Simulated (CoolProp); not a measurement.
Saturated liquid density (kg/m³) of propylene: the reference equation beside estimates from Tc = 364.2 K, pc = 4.555 MPa, ω = 0.146. Rackett uses Z = 0.29056 − 0.08775 ω.

The numbers come from the reference Helmholtz-energy equation of state, Lemmon 2013 in CoolProp.

```
T (K)  reference  Rackett  Peng-Robinson
-----  ---------  -------  -------------
175.7      668.7    658.6          704.0
183.4      660.0    650.4          696.3
191.1      651.1    642.0          688.3
198.7      642.3    633.6          680.0
206.4      633.2    624.9          671.2
214        624.1    616.1          662.1
221.7      614.8    607.1          652.5
229.4      605.2    597.8          642.3
237        595.6    588.4          631.8
```

Absolute difference from the reference over all 9 rows, mean and median: Rackett 1.3 and 1.3 %, Peng-Robinson 5.9 and 6.0 %.
